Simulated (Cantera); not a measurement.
A perfectly stirred reactor is fed with N2O : N2 = 1 : 2.9 (molar parts), at 0.592 atm; it is held at 1223 K, and followed from long to short residence time.

Model: GRI-Mech 3.0 (53 species, 325 reactions), integrated in Cantera. GRI-Mech 3.0 was tuned for natural gas; its chemistry of N2O as a main component is partial and can be far from experiment. The mechanism lacks the step 2 NO + O2 → 2 NO2, which can matter for NO2 below about 1400 K. The temperature is held fixed by assumption; the heat of reaction is taken as removed at once.

One state of this run: x N2O = 0.249; x NO = 0.000740; x NO2 = 3.57e-6; x O2 = 0.00289; x O = 2.49e-6. x: mole fraction; the columns are a selection and need not sum to one.

Question: Which value of τ (s) does it belong to?
A) 1.3
B) 0.048
C) 0.00058
D) 0.0053

Answer: B, 0.048
